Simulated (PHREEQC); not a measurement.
**Brine: an equilibrium model**

Dissolve 7 mmol/kgw NaCl, 81 mmol/kgw SrCl2 and 70 mmol/kgw LiCl at 25 °C. Closed to the air; pH follows from the charge balance.

The numbers come from PHREEQC with the ion-association model, phreeqc.dat.

This is a speciation only: nothing precipitates in the calculation.

Question: Predict the activity of water.

Answer: activity of water 0.993.
